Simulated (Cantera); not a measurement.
An isothermal, constant-pressure homogeneous reactor starts with CO : O2 : H2O : N2 = 0.0035 : 0.037 : 0.02 : 1 (molar parts), equivalence ratio 0.047, at 1150 K and 1.50 bar.

Cantera simulation using GRI-Mech 3.0 (53 species, 325 reactions); the numbers are that mechanism's predictions, not measurements.

x: mole fraction; the columns are a selection and need not sum to one.

```tsv
t (s)	x CO	x O2	x H2O	x H2O2	x HO2	x H2	x NO2
2.00e-5	0.00330	0.0349	0.0189	<1e-12	2.35e-12	<1e-12	<1e-12
0.000100	0.00330	0.0349	0.0189	<1e-12	2.60e-11	1.25e-12	<1e-12
0.000503	0.00330	0.0349	0.0189	<1e-12	(withheld)	1.27e-10	<1e-12
0.00252	0.00329	0.0349	0.0189	1.92e-8	(withheld)	2.60e-7	<1e-12
0.0126	0.00130	0.0339	0.0189	2.46e-7	(withheld)	1.18e-5	9.57e-11
0.0633	0.000108	0.0333	0.0189	2.65e-8	(withheld)	7.82e-7	3.94e-10
0.317	2.67e-6	0.0333	0.0189	1.63e-9	(withheld)	2.11e-8	1.88e-10
1.59	2.56e-8	0.0333	0.0189	1.43e-10	(withheld)	7.84e-10	3.97e-11
7.98	8.23e-11	0.0333	0.0189	7.27e-11	9.07e-10	3.92e-10	4.26e-11
40.0	7.61e-11	0.0333	0.0189	6.35e-11	9.07e-10	3.66e-10	4.57e-11
```

### Question
What belongs in the gaps?

### Answer

- 0.000503, x HO2: 1.53e-9
- 0.00252, x HO2: 2.00e-6
- 0.0126, x HO2: 4.37e-6
- 0.0633, x HO2: 6.17e-7
- 0.317, x HO2: 1.96e-8
- 1.59, x HO2: 1.13e-9
